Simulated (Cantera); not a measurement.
A closed system holds: 1 mol SiH₂Cl₂, 0.13 mol NH₃, 0.13 mol H₂.

Method: chemical equilibrium by Gibbs-energy minimisation in Cantera with the NASA 1993 tables (ideal gas, pure condensed phases). Candidate condensed phases: NH₄Cl, Si, Si₃N₄; 28 gas species. Mutual solubility and eutectic melting of coexisting phases are not modelled. The tables' values for SiCl₃ are old estimates. Rates play no part.

What condenses at these points (T in K, P in Pa): (1700, 100000); (1950, 5); (1925, 11000); (1725, 100000); (1750, 100000); (1975, 3700)?


| T (K) | P in Pa | condensed phases | Si condensed (%) |
|---|---|---|---|
| 1700 | 100000 | Si + Si₃N₄ | 30.8 |
| 1950 | 5 | gas only | 0.0 |
| 1925 | 11000 | Si | 27.7 |
| 1725 | 100000 | Si + Si₃N₄ | 30.4 |
| 1750 | 100000 | Si + Si₃N₄ | 30.0 |
| 1975 | 3700 | Si | 27.7 |
